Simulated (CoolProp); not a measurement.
Vapour-liquid equilibrium of R22 (1) + R142b (2) at 0.149 MPa; x and y are mole fractions of (1).

Model: multi-fluid Helmholtz-energy mixture model, Kamei 1995 and Lemmon 2006; pair parameters Bell 2016, in CoolProp.

```json
[
 {"x": "0.05", "bubble temperature, mixture model (°C)": "-2.1", "bubble temperature, Raoult's law (°C)": "-2.3", "y, mixture model": "[?]", "y, Raoult's law": "0.155"},
 {"x": "0.15", "bubble temperature, mixture model (°C)": "-7.1", "bubble temperature, Raoult's law (°C)": "-7.7", "y, mixture model": "0.361", "y, Raoult's law": "0.387"},
 {"x": "0.25", "bubble temperature, mixture model (°C)": "-11.3", "bubble temperature, Raoult's law (°C)": "-12.2", "y, mixture model": "0.519", "y, Raoult's law": "0.550"},
 {"x": "0.35", "bubble temperature, mixture model (°C)": "[?]", "bubble temperature, Raoult's law (°C)": "-16.1", "y, mixture model": "0.640", "y, Raoult's law": "0.669"},
 {"x": "0.45", "bubble temperature, mixture model (°C)": "[?]", "bubble temperature, Raoult's law (°C)": "-19.4", "y, mixture model": "0.735", "y, Raoult's law": "0.758"},
 {"x": "0.55", "bubble temperature, mixture model (°C)": "-21.3", "bubble temperature, Raoult's law (°C)": "-22.3", "y, mixture model": "0.811", "y, Raoult's law": "0.827"},
 {"x": "0.65", "bubble temperature, mixture model (°C)": "-24.1", "bubble temperature, Raoult's law (°C)": "-24.9", "y, mixture model": "0.872", "y, Raoult's law": "0.881"},
 {"x": "0.75", "bubble temperature, mixture model (°C)": "-26.7", "bubble temperature, Raoult's law (°C)": "-27.3", "y, mixture model": "0.921", "y, Raoult's law": "0.924"},
 {"x": "0.85", "bubble temperature, mixture model (°C)": "-29.1", "bubble temperature, Raoult's law (°C)": "-29.4", "y, mixture model": "0.959", "y, Raoult's law": "0.959"},
 {"x": "0.95", "bubble temperature, mixture model (°C)": "-31.2", "bubble temperature, Raoult's law (°C)": "-31.3", "y, mixture model": "0.988", "y, Raoult's law": "0.987"}
]
```

### Question
Fill in the missing entries.

### Answer

- 0.05, y, mixture model: 0.143
- 0.35, bubble temperature, mixture model (°C): -15.0
- 0.45, bubble temperature, mixture model (°C): -18.3

The largest gap from Raoult's law is +1.1 K in bubble temperature, at x = 0.45. No azeotrope shows between x = 0.05 and 0.95.

The pair parameters rest on a limited set of measurements; away from them the model extrapolates.
